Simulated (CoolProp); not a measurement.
C3F8 (R218) along the isotherm 315.8 K: fugacity coefficient from the reference equation and from simpler models built on Tc = 345.0 K, pc = 2.640 MPa, ω = 0.317; each cubic takes its own stable root.

Computed with CoolProp (reference Helmholtz-energy equation of state, Lemmon 2006). It is a short technical equation, of lower accuracy than the large ones.

| p (MPa) | phase | reference |
|---|---|---|
| 0.0125 | gas | 0.9979 |
| 0.0211 | gas | 0.9965 |
| 0.0357 | gas | 0.9940 |
| 0.0602 | gas | 0.9899 |
| 0.102 | gas | 0.9829 |
| 0.171 | gas | 0.9712 |
| 0.289 | gas | 0.9514 |
| 0.488 | gas | 0.9178 |
| 0.824 | gas | 0.8606 |
| 1.39 | liquid | 0.7506 |
| 2.35 | liquid | 0.4697 |
| 3.96 | liquid | 0.3056 |

Problem. How far does each simpler model (Redlich-Kwong, Soave-Redlich-Kwong) lie from the reference over these 12 states: mean and median of the absolute difference, and the worst?

Solution. 
- Redlich-Kwong: mean 2.5 %, median 0.1 %, worst +13.5 % at 315.8 K and 3.96 MPa
- Soave-Redlich-Kwong: mean 0.6 %, median 0.1 %, worst +3.0 % at 315.8 K and 3.96 MPa

At some of these states Redlich-Kwong gives the other phase, because its saturation line lies elsewhere.
